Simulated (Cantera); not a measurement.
A closed system holds: 1 mol Si2Cl6, 610 mol H2, at 1200 °C and 1.00 bar.

Cantera equilibrium calculation (NASA polynomials, part measured and part estimated; ideal gas, pure solids and liquids). Candidate condensed phases: Si; 19 gas species. The feed counts by its element totals alone. Rates play no part.

Base state: H2 0.991, HCl 0.00918, SiCl2 0.000267, H 1.26e-5, SiH2Cl2 1.11e-5 (mole fractions); condensed: Si(s).

Task: What changes in the equilibrium state with this change: temperature from 1200 °C to 725 °C?

Result: 
| species | before | after |
|---|---|---|
| H2 | 0.991 | 0.995 |
| HCl | 0.00918 | 0.00326 |
| SiHCl3 | 6.98e-6 | 0.00120 |
| H | 1.26e-5 | 2.15e-9 |
| SiCl4 | 6.88e-7 | 0.000569 |
| SiH2Cl2 | 1.11e-5 | 0.000274 |
| SiCl2 | 0.000267 | 1.81e-5 |
| Si(s), mol | 1.82 | 0.715 |
The tables' values for SiCl3 are old estimates; treat these amounts as uncertain.

Task: What changes in the equilibrium state with this change: temperature from 1200 °C to 652 °C?

Result: 
```tsv
species	before	after
H2	0.991	0.996
HCl	0.00918	0.00177
SiHCl3	6.98e-6	0.00149
H	1.26e-5	<1e-9
SiCl4	6.88e-7	0.000730
SiCl2	0.000267	4.55e-6
SiH2Cl2	1.11e-5	0.000299
SiH3Cl	5.14e-6	1.48e-5
Si(s), mol	1.82	0.442
```
